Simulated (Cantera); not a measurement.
Feed: 1 mol CH3SiCl3, 0.2 mol C3H8, 170 mol H2, at 133 Pa.

Cantera equilibrium calculation (NASA polynomials, part measured and part estimated; ideal gas, pure solids and liquids). Candidate condensed phases: C, C6H6, C7H8, C8H18, Si, SiC; 109 gas species. The feed counts by its element totals alone. The tables' values for SiCl are old estimates; treat these amounts as uncertain. The numbers say what is thermodynamically allowed, not how fast it happens.

Task: At 2200 K, list the 4 most abundant gas species with their mole fractions, and the condensed phases.

Result: H2 0.836, H 0.141, HCl 0.0142, Si 0.00466. Condensed: C(graphite).
